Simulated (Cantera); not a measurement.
What does this Cantera script print?

```python
import numpy as np
import cantera as ct

gas_names = """
    AL ALC ALN ALO ALO2 AL2 AL2O AL2O2 C CN CO CO2 C2 CCN CNC C2N2 C2O C3 C3O2 C4 C4N2 C5 N NCO NO NO2
    NO3 N2 N2O O O2 O3
""".split()
cond_names = """
    AL(cr) AL(L) ALN(s) AL2O3(a) AL2O3(L) C(gr)
""".split()


# ... load() reads the species with a 1 bar reference pressure and builds the phases ...
atoms = {
    'Al2O3': {'AL': 2, 'O': 3},
    'N2': {'N': 2},
    'C': {'C': 1},
}
top_T = {'ALN(s)': 2750, 'C(gr)': 4500}  # K; cautious upper limits of use, not melting points


# ... equilibrate(T, P, feed) seeds the gas with the atoms and calls Mixture.equilibrate('TP', solver="vcs", rtol=1e-11, max_steps=5000) ...
results = []
feed = {'Al2O3': 1, 'N2': 5.3, 'C': 0.0063}  # mol
T = 3023  # K
for P in [1, 5.6, 32, 180, 1000, 5600, 32000, 180000, 1000000]:
    mix = equilibrate(T, P, feed)
    results.append((T, P, feed, dict(zip(mix.species_names, mix.species_moles))))

top = {s: max(r[3][s] / sum(r[3][g] for g in gas_names) for r in results) for s in gas_names}
cols = sorted((s for s in top if top[s] > 1e-05), key=lambda s: -top[s])[:5]
seen = [c for c in cond_names if any(r[3].get(c, 0) > 1e-12 for r in results)]
print("log10 of partial pressures in bar; condensed amounts in mol")
print(f"{'P/Pa':>10s}" + "".join(f"{s[:9]:>10s}" for s in cols + seen))
for T, P, feed, n in results:
    ng = sum(n[g] for g in gas_names)
    print(f"{P:10.4g}" + "".join(f"{np.log10(max(n[s] / ng * P / 1e5, 1e-99)):10.3f}" for s in cols)
          + "".join(f"{n.get(c, 0):10.4g}" for c in seen))
```

Result:

```
log10 of partial pressures in bar; condensed amounts in mol
      P/Pa        N2         O        AL       ALO      AL2O  AL2O3(L)
         1    -5.291    -5.539    -5.713    -8.438   -11.526         0
       5.6    -4.541    -4.794    -4.967    -6.947    -9.289         0
        32    -3.779    -4.052    -4.226    -5.465    -7.066         0
       180    -3.009    -3.365    -3.559    -4.111    -5.045         0
      1000    -2.179    -2.836    -3.138    -3.160    -3.674      0.26
      5600    -1.281    -2.858    -3.104    -3.149    -3.628    0.8994
   3.2e+04    -0.501    -2.918    -3.015    -3.119    -3.510    0.9801
   1.8e+05     0.253    -3.074    -2.781    -3.041    -3.198    0.9943
     1e+06     0.999    -3.392    -2.303    -2.882    -2.561    0.9968
```

Equilibrium computed with Cantera from the NASA thermochemical tables; the gas is ideal and each condensed phase is pure.
